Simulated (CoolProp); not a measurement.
Model: reference Helmholtz-energy equation of state, Lemmon 2006, in CoolProp. It is a short technical equation, of lower accuracy than the large ones.

Problem. For nitrous oxide, give the phase and the density (kg/m³), Joule-Thomson coefficient (K/MPa) at 30.25 °C and 2140 kPa.

Solution. 
- 30.25 °C and 2140 kPa: gas; density 42.3, Joule-Thomson coefficient 10.8
